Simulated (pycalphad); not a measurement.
CALPHAD calculation (pycalphad, COST 507 light-alloy database (1999)), 1 atm. The database dates from 1999; later assessments differ in places, in temperatures and in the compounds included. Diffusion is slow at the low end, where real alloys seldom reach equilibrium.

Problem. How does the equilibrium phase assembly of Si-15.04Ti (wt.%) change on cooling from 2600 K to 520 K?

Solution. 
| T (K) | phases above | phases below |
|---|---|---|
| 1670.5 | liquid | diamond (Si) + liquid |
| 1604.3 | diamond (Si) + liquid | diamond (Si) + SI2TI |
Changes were sought between steps of 40 K, so a narrower field can be missed.

Database names, with the compositions (at.%) that they take in these runs: SI2TI: Si 67 Ti 33.
